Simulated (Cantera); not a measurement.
A freely propagating, adiabatic, planar premixed flame of CH4 : C2H6 : C3H8 : O2 : N2 = 1 : 0.034 : 0.41 : 4.17 : 15.7 (molar parts), equivalence ratio 1.00, unburnt at 500 K and 0.227 atm; mixture-averaged transport, grid criteria slope 0.08 and curve 0.16, no radiation.

Cantera simulation using GRI-Mech 3.0 (53 species, 325 reactions); the numbers are that mechanism's predictions, not measurements. GRI-Mech 3.0 was tuned for natural gas; its chemistry of propane as a main component is partial and can be far from experiment. Burning velocities carry a grid error of a few per cent, more on coarse grids.

x: mole fraction of selected species; z is measured from the peak of heat release.

```
z (mm)  T (K)  u (m/s)     x CH4   x C2H6    x C3H8     x NO     x H2O       x H
------  -----  -------  --------  -------  --------  -------  --------  --------
-3.47     500     1.34    0.0469  0.00159    0.0192    <1e-8   9.89e-6     <1e-8
-2.31     501     1.34    0.0468  0.00159    0.0192    <1e-8  0.000118     <1e-8
-1.74     504     1.35    0.0466  0.00159    0.0192    <1e-8  0.000579   4.79e-8
-1.16     534     1.44    0.0455  0.00161    0.0189  4.87e-8   0.00422   3.01e-6
-0.578    844     2.33    0.0367        ?    0.0146  7.66e-7    0.0345  0.000223
-0.289   1247     3.53    0.0232        ?   0.00513  2.19e-6    0.0720   0.00136
0        1646     4.74   0.00743        ?  0.000185  5.10e-6     0.111   0.00506
0.289    1824     5.27  0.000933        ?   3.19e-7  9.21e-6     0.132   0.00978
0.578    1865     5.38   6.06e-5    <1e-8     <1e-8  1.22e-5     0.138    0.0129
1.16     1893     5.43   2.46e-7    <1e-8     <1e-8  1.49e-5     0.137    0.0149
2.31     1925     5.50     <1e-8    <1e-8     <1e-8  1.77e-5     0.136    0.0149
4.63     1967     5.60     <1e-8    <1e-8     <1e-8  2.27e-5     0.138    0.0130
9.26     2028     5.75     <1e-8    <1e-8     <1e-8  3.27e-5     0.142    0.0102
```

Problem. What belongs in the gaps?

Solution. 
- -0.578, x C2H6: 0.00230
- -0.289, x C2H6: 0.00184
- 0, x C2H6: 0.000188
- 0.289, x C2H6: 1.62e-6
